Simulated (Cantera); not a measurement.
An isothermal, constant-pressure homogeneous reactor starts with C₂H₆ : N₂ = 1 : 7.7 (molar parts), at 1425 K and 82.5 Torr.

Cantera simulation using GRI-Mech 3.0 (53 species, 325 reactions); the numbers are that mechanism's predictions, not measurements. GRI-Mech 3.0 stops at C3 and has no aromatics, soot or wall deposition, so with more carbon than oxygen in the feed, carbon stays in small species such as C2H2 where larger ones or solid carbon would form.

x: mole fraction; the columns are a selection and need not sum to one.

```csv
t (s),x C₂H₆,x H,x C₂H₄,x CH₄,x C₂H₂,x CH₂
0.000300,0.104,(withheld),0.00698,0.00195,5.59e-5,9.57e-7
0.000850,0.0767,(withheld),0.0271,0.00834,0.00111,1.08e-6
0.00241,0.0295,(withheld),0.0556,0.0226,0.00846,7.23e-7
0.00682,0.00266,(withheld),0.0539,0.0321,0.0291,1.31e-7
0.0193,0.000163,(withheld),0.0375,0.0323,0.0461,1.02e-8
0.0548,1.60e-5,(withheld),0.0258,0.0320,0.0570,1.26e-9
0.155,5.92e-6,(withheld),0.0146,0.0316,0.0673,5.83e-10
0.440,4.90e-6,5.14e-6,0.00362,0.0312,0.0775,5.97e-10
1.25,4.56e-6,5.33e-6,0.000879,0.0306,0.0802,6.04e-10
3.53,4.22e-6,5.44e-6,0.000865,0.0292,0.0808,5.88e-10
10.0,3.42e-6,5.75e-6,0.000894,0.0258,0.0822,5.47e-10
```

Fill in the missing entries.


- 0.000300, x H: 4.73e-5
- 0.000850, x H: 6.07e-5
- 0.00241, x H: 7.61e-5
- 0.00682, x H: 5.35e-5
- 0.0193, x H: 1.71e-5
- 0.0548, x H: 6.45e-6
- 0.155, x H: 4.72e-6
